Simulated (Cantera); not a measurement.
Charge: 1 mol CF4, 0.048 mol CH4, 0.19 mol H2, equilibrated at 3173.15 K and 7.20 Torr.

Cantera equilibrium calculation (NASA polynomials, part measured and part estimated; ideal gas, pure solids and liquids). Candidate condensed phases: C, C6H6, C7H8, C8H18; 95 gas species. Equilibrium is a limit: real reactors are often held back by kinetics, nucleation or transport.

Base state: F 0.720, HF 0.123, CF 0.0720, C3 0.0434, C 0.0154, H 0.0101, CF2 0.00826, C2 0.00740 (mole fractions); condensed: gas only.

Task: What changes in the equilibrium state with this change: temperature from 3173.15 K to 2548.15 K?

Result: 
| species | before | after |
|---|---|---|
| F | 0.720 | 0.553 |
| CF2 | 0.00826 | 0.240 |
| HF | 0.123 | 0.180 |
| C | 0.0154 | 3.32e-5 |
| C3 | 0.0434 | 0.000108 |
| H | 0.0101 | 7.65e-5 |
| CF | 0.0720 | 0.0209 |
| CF4 | 4.96e-8 | 0.00378 |
| C4 | 0.000145 | 8.10e-8 |
| C(graphite), mol | 0 | 0.196 |
Gases not in the tables: C2F6 and larger saturated fluorocarbons.

Task: What changes in the equilibrium state with this change: CF4 replaced by CH3Cl?

Result: 
```json
[
 {"species": "H", "before": "0.0101", "after": "0.632"},
 {"species": "Cl", "before": "0", "after": "0.193"},
 {"species": "C3", "before": "0.0434", "after": "0.0572"},
 {"species": "F", "before": "0.720", "after": "0"},
 {"species": "HF", "before": "0.123", "after": "0"},
 {"species": "CF", "before": "0.0720", "after": "0"},
 {"species": "HCl", "before": "0", "after": "0.0255"},
 {"species": "H2", "before": "1.44e-5", "after": "0.0562"},
 {"species": "C", "before": "0.0154", "after": "0.0169"},
 {"species": "CF2", "before": "0.00826", "after": "0"},
 {"species": "C2HCl", "before": "0", "after": "3.14e-5"},
 {"species": "CCl", "before": "0", "after": "2.00e-5"},
 {"species": "C4H2", "before": "8.66e-9", "after": "4.89e-5"}
]
```
The tables' values for CCl are old estimates; treat these amounts as uncertain.
